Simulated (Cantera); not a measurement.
A perfectly stirred reactor is fed with 8.44 % C₂H₄, 91.6 % H₂, at 0.0572 atm; it is held at 2023 K, and followed from long to short residence time.

Cantera simulation using GRI-Mech 3.0 (53 species, 325 reactions); the numbers are that mechanism's predictions, not measurements. GRI-Mech 3.0 was tuned for natural gas; its chemistry of ethylene as a main component is partial and can be far from experiment. GRI-Mech 3.0 stops at C3 and has no aromatics, soot or wall deposition, so with more carbon than oxygen in the feed, carbon stays in small species such as C2H2 where larger ones or solid carbon would form.

Task: Predict: x(C₂H₄) at τ = 0.300 s; x(H₂) at τ = 0.300 s; x(C₂H) at τ = 0.300 s; x(CH₂) at τ = 0.300 s; x(C₂H₂) at τ = 0.300 s; x(C₂H₄) at τ = 29.0 ms; x(H₂) at τ = 29.0 ms; x(C₂H) at τ = 29.0 ms; x(CH₂) at τ = 29.0 ms; x(C₂H₂) at τ = 29.0 ms.

Result: 
```
Quantity                  Result
----------------------  --------
x(C₂H₄) at τ = 0.300 s   4.48e-5
x(H₂) at τ = 0.300 s       0.916
x(C₂H) at τ = 0.300 s    1.04e-5
x(CH₂) at τ = 0.300 s    1.88e-7
x(C₂H₂) at τ = 0.300 s    0.0775
x(C₂H₄) at τ = 29.0 ms  0.000579
x(H₂) at τ = 29.0 ms       0.920
x(C₂H) at τ = 29.0 ms    3.13e-6
x(CH₂) at τ = 29.0 ms    1.86e-8
x(C₂H₂) at τ = 29.0 ms    0.0772
```
